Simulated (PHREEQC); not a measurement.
0.074 g of hydrous ferric oxide (600 m²/g; 0.2 weak and 0.005 strong sites per Fe, Dzombak-Morel constants, diffuse double layer) in 1 kg of water with 0.05 mol/kgw of an inert sodium salt and 0.019 mmol/kgw ZnSO4 and 0.001 mmol/kgw NaF, at 25 °C; the pH is set by adding NaOH or the inert anion's acid. Oxygen alone is held at its pressure in air (log pO2 = -0.68). No CO2 enters from the air. Nothing may precipitate in this run.

Equilibrium calculation in PHREEQC: ion-association model, wateq4f.dat.

```csv
pH,S sorbed (%),Zn sorbed (%),F sorbed (%),surface charge σ (C/m²)
4,95.6,0.0,48.1,0.234
4.5,91.6,0.1,41.7,0.191
5,81.3,0.6,32.0,0.147
5.5,60.8,3.8,22.5,0.110
6,34.3,13.3,14.7,0.081
6.5,13.0,25.8,8.5,0.057
7,3.4,50.5,4.2,0.038
7.5,0.7,83.7,1.9,0.022
8,0.1,97.1,0.7,0.009
8.5,0.0,99.4,0.3,-0.004
9,0.0,99.7,0.1,-0.018
9.5,0.0,99.7,0.0,-0.036
10,0.0,99.5,0.0,-0.060
```

Complexes and solids missing from the database can't appear.
